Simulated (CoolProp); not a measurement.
Computed with CoolProp (reference Helmholtz-energy equation of state, Lemmon 2006). It is a short technical equation, of lower accuracy than the large ones.

For carbon monoxide, give the phase and the speed of sound (m/s), Joule-Thomson coefficient (K/MPa) at 166.8 K and 101 kPa; 353.1 K and 101 kPa.


- 166.8 K and 101 kPa: gas; speed of sound 263, Joule-Thomson coefficient 7.21
- 353.1 K and 101 kPa: gas; speed of sound 383, Joule-Thomson coefficient 1.75
